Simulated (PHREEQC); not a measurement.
A solution holds 0.46 mol/kgw NaBr, 0.22 mol/kgw BaCl2 and 0.68 mol/kgw LiCl, at 25 °C. Closed to the air; pH follows from the charge balance.

The numbers come from PHREEQC with the Pitzer model, pitzer.dat.

```
Property                    Value
-------------------  ------------
ionic strength       1.80 mol/kgw
activity of water           0.947
density               1.085 g/cm³
osmotic coefficient         1.031
```

| species | molality | activity | log γ |
|---|---|---|---|
| Cl- | 1.12 | 0.646 | -0.239 |
| Li+ | 0.680 | 0.741 | 0.037 |
| Br- | 0.460 | 0.282 | -0.213 |
| Na+ | 0.460 | 0.401 | -0.059 |
| Ba+2 | 0.220 | 0.0677 | -0.512 |
| OH- | 1.48e-7 | 5.28e-8 | -0.447 |
| H+ | 1.48e-7 | 1.82e-7 | 0.090 |

This is a speciation only: nothing precipitates in the calculation. Species that the database lacks are ignored.
